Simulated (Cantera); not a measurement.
A closed system holds: 1 mol SiO2, 48 mol HF, equilibrated at 1848 K and 52.0 Pa.

Method: chemical equilibrium by Gibbs-energy minimisation in Cantera with the NASA 1993 tables (ideal gas, pure condensed phases). Candidate condensed phases: H2O, Si, SiO2; 38 gas species. The tables' values for SiF3, SiO2 are old estimates; treat these amounts as uncertain. The tables hold silica as quartz up to 1696 K and as liquid above; real silica turns to tridymite and cristobalite and melts near 1996 K. Rates play no part.

Q: What is the equilibrium state?

A: 
```json
{
  "x(HF)": "0.961",
  "x(H2O)": "0.0203",
  "x(SiF4)": "0.0113",
  "x(H2)": "0.00195",
  "x(O2)": "0.00144",
  "x(H)": "0.00103",
  "x(SiO)": "0.00101",
  "x(OH)": "0.000785",
  "x(O)": "0.000315",
  "n(SiO2(condensed))": "0.397 mol",
  "gas_amount": "47.63 mol",
  "log10 activity of Si(l) (absent)": "-10.27"
}
```
